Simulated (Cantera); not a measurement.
An isothermal, constant-pressure homogeneous reactor starts with NO : N2 = 1 : 1.3 (molar parts), at 1973 K and 1.50 bar. Integrator tolerance rtol = 1e-08.

Cantera simulation using GRI-Mech 3.0 (53 species, 325 reactions); the numbers are that mechanism's predictions, not measurements.

**Question.** What does this change do: pressure from 1.50 bar to 0.0270 bar?

**Answer.** 
```tsv
quantity	before	after
x(NO) at 10.0 s	0.00823 (gas-phase equilibrium 0.00715)	0.212 (gas-phase equilibrium 0.00714)
x(NO2) at 10.0 s	1.83e-5 (gas-phase equilibrium 1.59e-5)	4.50e-5 (gas-phase equilibrium 2.13e-6)
x(O2) at 10.0 s	0.213 (gas-phase equilibrium 0.214)	0.111 (gas-phase equilibrium 0.213)
x(N2O) at 10.0 s	4.97e-7 (gas-phase equilibrium 4.91e-7)	1.33e-5 (gas-phase equilibrium 6.57e-8)
x(O) at 10.0 s	0.000206 (gas-phase equilibrium 0.000206)	0.00114 (gas-phase equilibrium 0.00153)
```
Radical loss at walls, strong at low pressure, is not modelled.

**Question.** What does this change do: temperature 1973 to 1900 K?

**Answer.** 
```tsv
quantity	before	after
x(NO) at 10.0 s	0.00823 (gas-phase equilibrium 0.00715)	0.0183 (gas-phase equilibrium 0.00579)
x(NO2) at 10.0 s	1.83e-5 (gas-phase equilibrium 1.59e-5)	4.58e-5 (gas-phase equilibrium 1.47e-5)
x(O2) at 10.0 s	0.213 (gas-phase equilibrium 0.214)	0.208 (gas-phase equilibrium 0.214)
x(N2O) at 10.0 s	4.97e-7 (gas-phase equilibrium 4.91e-7)	5.21e-7 (gas-phase equilibrium 4.00e-7)
x(O) at 10.0 s	0.000206 (gas-phase equilibrium 0.000206)	0.000112 (gas-phase equilibrium 0.000113)
```
